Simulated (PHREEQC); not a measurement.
Consider water at 25 °C with 0.2 mol/kgw NaHSO4, 0.001 mol/kgw NaF and 0.00012 mol/kgw NaCl. Closed to the air; pH follows from the charge balance.

Computed with PHREEQC (ion-association model, phreeqc.dat).

This is a speciation only: nothing precipitates in the calculation.

**Question.** Predict the pH.

**Answer.** pH 1.22.

**Question.** In which forms is Na present?

**Answer.** Na+ 93 %, NaSO4- 7.3 % of the Na.
